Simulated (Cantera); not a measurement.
## Pyrogenic steam for wet oxidation

An isothermal, constant-pressure homogeneous reactor starts with 24.4 % H2, 29.1 % O2, 46.5 % N2, at 1275 K and 22000 Pa.

Detailed kinetics in Cantera: GRI-Mech 3.0 (53 species, 325 reactions). The temperature is held fixed by assumption; the heat of reaction is taken as removed at once.

| t (s) | x H2 | x O2 | x HO2 | x H2O2 | x NO | x H2O |
|---|---|---|---|---|---|---|
| 2.00e-6 | 0.244 | 0.291 | 8.21e-9 | 4.96e-12 | <1e-12 | 7.75e-10 |
| 1.62e-5 | 0.244 | 0.291 | 7.22e-8 | 3.33e-10 | <1e-12 | 2.85e-7 |
| 0.000131 | 0.0230 | 0.187 | 4.42e-5 | 3.43e-6 | 3.66e-6 | 0.190 |
| 0.00106 | 0.000459 | 0.192 | 1.63e-5 | 1.51e-6 | 8.59e-6 | 0.277 |
| 0.00861 | 7.55e-6 | 0.192 | 5.95e-7 | 1.27e-7 | 8.56e-6 | 0.278 |
| 0.0697 | 4.89e-7 | 0.192 | 5.67e-8 | 1.45e-8 | 8.59e-6 | 0.278 |
| 0.565 | 8.59e-8 | 0.192 | 3.10e-8 | 2.94e-9 | 8.59e-6 | 0.278 |
| 4.57 | 7.52e-8 | 0.192 | 3.14e-8 | 2.58e-9 | 8.58e-6 | 0.278 |
| 37.0 | 7.52e-8 | 0.192 | 3.14e-8 | 2.58e-9 | 8.58e-6 | 0.278 |
| 300 | 7.52e-8 | 0.192 | 3.14e-8 | 2.58e-9 | 8.58e-6 | 0.278 |
x: mole fraction; the columns are a selection and need not sum to one.

Equilibrium at this temperature and pressure: H2 7.52e-8, O2 0.192, HO2 3.14e-8, H2O2 2.58e-9, NO 0.000264, H2O 0.278 (gas phase only).
